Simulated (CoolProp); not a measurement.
Saturation properties of R22.

The numbers come from the reference Helmholtz-energy equation of state, Kamei 1995 in CoolProp.

```json
[
 {"T (K)": "291.6", "p (MPa)": "0.8712", "liquid density (kg/m³)": "1216", "liquid viscosity (µPa s)": "137", "vapour viscosity (µPa s)": "13.6"},
 {"T (K)": "294", "p (MPa)": "0.9318", "liquid density (kg/m³)": "1207", "liquid viscosity (µPa s)": "134", "vapour viscosity (µPa s)": "13.7"},
 {"T (K)": "296.4", "p (MPa)": "0.9955", "liquid density (kg/m³)": "1197", "liquid viscosity (µPa s)": "130", "vapour viscosity (µPa s)": "13.9"},
 {"T (K)": "298.9", "p (MPa)": "1.065", "liquid density (kg/m³)": "1188", "liquid viscosity (µPa s)": "126", "vapour viscosity (µPa s)": "14.0"},
 {"T (K)": "301.3", "p (MPa)": "1.135", "liquid density (kg/m³)": "1178", "liquid viscosity (µPa s)": "123", "vapour viscosity (µPa s)": "14.1"},
 {"T (K)": "303.7", "p (MPa)": "1.209", "liquid density (kg/m³)": "1169", "liquid viscosity (µPa s)": "119", "vapour viscosity (µPa s)": "14.3"},
 {"T (K)": "306.1", "p (MPa)": "1.286", "liquid density (kg/m³)": "1159", "liquid viscosity (µPa s)": "116", "vapour viscosity (µPa s)": "14.4"},
 {"T (K)": "308.6", "p (MPa)": "1.370", "liquid density (kg/m³)": "1148", "liquid viscosity (µPa s)": "112", "vapour viscosity (µPa s)": "14.6"},
 {"T (K)": "311", "p (MPa)": "1.455", "liquid density (kg/m³)": "1138", "liquid viscosity (µPa s)": "109", "vapour viscosity (µPa s)": "14.7"},
 {"T (K)": "313.4", "p (MPa)": "1.543", "liquid density (kg/m³)": "1127", "liquid viscosity (µPa s)": "106", "vapour viscosity (µPa s)": "14.8"},
 {"T (K)": "315.8", "p (MPa)": "1.635", "liquid density (kg/m³)": "1117", "liquid viscosity (µPa s)": "103", "vapour viscosity (µPa s)": "15.0"},
 {"T (K)": "318.2", "p (MPa)": "1.731", "liquid density (kg/m³)": "1106", "liquid viscosity (µPa s)": "100", "vapour viscosity (µPa s)": "15.2"},
 {"T (K)": "320.7", "p (MPa)": "1.836", "liquid density (kg/m³)": "1094", "liquid viscosity (µPa s)": "97.4", "vapour viscosity (µPa s)": "15.3"},
 {"T (K)": "323.1", "p (MPa)": "1.940", "liquid density (kg/m³)": "1083", "liquid viscosity (µPa s)": "94.6", "vapour viscosity (µPa s)": "15.5"},
 {"T (K)": "325.5", "p (MPa)": "2.049", "liquid density (kg/m³)": "1071", "liquid viscosity (µPa s)": "91.9", "vapour viscosity (µPa s)": "15.7"}
]
```

It boils at 232.3 K under 1 atm.

Viscosity comes from a separate model (Bell 2016), an estimate that may be off by 10 % or more.
